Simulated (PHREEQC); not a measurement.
**Acid rinse or clean: speciation**

A solution holds 0.058 mol/kgw HF, at 25 °C. Closed to the air; pH follows from the charge balance.

Computed with PHREEQC (ion-association model, phreeqc.dat).

Each row changes one thing in this solution. No solid was allowed to form.

| case | pH | ionic strength (mol/kgw) | HF (mol/kgw) | F- (mol/kgw) | HF2- (mol/kgw) |
|---|---|---|---|---|---|
| as made | 2.20 | 0.00686 | 0.0500 | 0.00575 | 0.00111 |
| 0.0014 mol/kgw CO2 added | 2.20 | 0.00686 | 0.0500 | 0.00575 | 0.00111 |
| 0.038 mol/kgw H2SO4 added | 1.36 | 0.0628 | 0.0564 | 0.00111 | 0.000240 |
| HF replaced by NH4BF4 at the same molality | 2.78 | 0.0600 | 0.00615 | 0.00313 | 7.37e-5 |
| HF from 0.058 to 0.29 mol/kgw | 1.73 | 0.0212 | 0.258 | 0.0106 | 0.0106 |
| temperature from 25 to 75 °C | 2.39 | 0.00435 | 0.0528 | 0.00354 | 0.000811 |

Constants without temperature data keep their 25 °C values here. Real BF4- forms and hydrolyses slowly; the run takes it at equilibrium.
